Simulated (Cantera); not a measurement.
**Adiabatic ignition**

An adiabatic, constant-volume homogeneous reactor starts with CO : H₂ : O₂ : N₂ : H₂O = 1 : 0.05 : 0.583 : 2.19 : 0.13 (molar parts), equivalence ratio 0.90, at 1000 K and 0.898 atm.

Computed with Cantera and GRI-Mech 3.0 (53 species, 325 reactions).

| t (s) | T (K) | P (bar) | x CO | x H₂ | x O₂ | x NO₂ | x OH |
|---|---|---|---|---|---|---|---|
| 3.00e-6 | 1000 | 0.910 | 0.253 | 0.0126 | 0.147 | <1e-12 | 3.05e-12 |
| 7.97e-6 | 1000 | 0.910 | 0.253 | 0.0126 | 0.147 | <1e-12 | 1.24e-11 |
| 2.12e-5 | 1000 | 0.910 | 0.253 | 0.0126 | 0.147 | <1e-12 | 4.37e-11 |
| 5.63e-5 | 1000 | 0.910 | 0.253 | 0.0126 | 0.147 | <1e-12 | 1.47e-10 |
| 0.000150 | 1000 | 0.910 | 0.253 | 0.0126 | 0.147 | <1e-12 | 6.09e-10 |
| 0.000398 | 1000 | 0.910 | 0.253 | 0.0126 | 0.147 | <1e-12 | 7.60e-9 |
| 0.00106 | 1005 | 0.914 | 0.253 | 0.0125 | 0.147 | <1e-12 | 6.16e-6 |
| 0.00281 | 2722 | 2.25 | 0.0717 | 0.00215 | 0.0445 | 3.76e-6 | 0.00988 |
| 0.00747 | 2715 | 2.24 | 0.0715 | 0.00216 | 0.0421 | 6.12e-6 | 0.00958 |
| 0.0199 | 2715 | 2.24 | 0.0715 | 0.00216 | 0.0420 | 6.19e-6 | 0.00957 |
| 0.0528 | 2715 | 2.24 | 0.0715 | 0.00216 | 0.0420 | 6.19e-6 | 0.00957 |
| 0.140 | 2715 | 2.24 | 0.0715 | 0.00216 | 0.0420 | 6.19e-6 | 0.00957 |
| 0.373 | 2715 | 2.24 | 0.0715 | 0.00216 | 0.0420 | 6.19e-6 | 0.00957 |
| 0.991 | 2715 | 2.24 | 0.0715 | 0.00216 | 0.0420 | 6.19e-6 | 0.00957 |
| 2.63 | 2715 | 2.24 | 0.0715 | 0.00216 | 0.0420 | 6.19e-6 | 0.00957 |
| 7.00 | 2715 | 2.24 | 0.0715 | 0.00216 | 0.0420 | 6.19e-6 | 0.00957 |
x: mole fraction; the columns are a selection and need not sum to one.

The time of steepest temperature rise comes out as 1.40 ms. The temperature at 7.00 s comes out as 2715 K, the equilibrium temperature is 2715 K and the x(CO) at 7.00 s is 0.0715 (gas-phase equilibrium 0.0715). The x(H₂) at 7.00 s is 0.00216 (gas-phase equilibrium 0.00216) and the x(O₂) at 7.00 s is 0.0420 (gas-phase equilibrium 0.0420).
